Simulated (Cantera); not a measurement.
Cantera with NASA thermochemical tables; ideal gases at 1 bar, condensed phases pure. Values are per mole of reaction as written; species without (g) are pure solids or liquids, kept so even where they would boil at 1 bar. FeO: taken at fixed stoichiometry.

Fe2Cl6(g) + 2 N(g) + FeO ⇌ 3 FeCl2 + N2O(g)

```json
[
 {"T (K)": "1298", "ΔH° (kJ)": "…", "ΔS° (J/K)": "…", "ΔG° (kJ)": "…", "log10 K": "…"},
 {"T (K)": "1348", "ΔH° (kJ)": "…", "ΔS° (J/K)": "…", "ΔG° (kJ)": "…", "log10 K": "…"},
 {"T (K)": "1398", "ΔH° (kJ)": "-785.0", "ΔS° (J/K)": "-143.5", "ΔG° (kJ)": "-584.5", "log10 K": "21.84"},
 {"T (K)": "1448", "ΔH° (kJ)": "-781.1", "ΔS° (J/K)": "-140.7", "ΔG° (kJ)": "-577.4", "log10 K": "20.83"},
 {"T (K)": "1498", "ΔH° (kJ)": "…", "ΔS° (J/K)": "…", "ΔG° (kJ)": "…", "log10 K": "…"},
 {"T (K)": "1548", "ΔH° (kJ)": "-773.3", "ΔS° (J/K)": "-135.5", "ΔG° (kJ)": "-563.6", "log10 K": "19.02"},
 {"T (K)": "1598", "ΔH° (kJ)": "…", "ΔS° (J/K)": "…", "ΔG° (kJ)": "…", "log10 K": "…"}
]
```

Question: What belongs in the gaps?

Answer: 
- 1298, ΔH° (kJ): -792.9
- 1298, ΔS° (J/K): -149.3
- 1298, ΔG° (kJ): -599.1
- 1298, log10 K: 24.11
- 1348, ΔH° (kJ): -789.0
- 1348, ΔS° (J/K): -146.3
- 1348, ΔG° (kJ): -591.7
- 1348, log10 K: 22.93
- 1498, ΔH° (kJ): -777.2
- 1498, ΔS° (J/K): -138.1
- 1498, ΔG° (kJ): -570.4
- 1498, log10 K: 19.89
- 1598, ΔH° (kJ): -769.4
- 1598, ΔS° (J/K): -133.0
- 1598, ΔG° (kJ): -556.8
- 1598, log10 K: 18.20
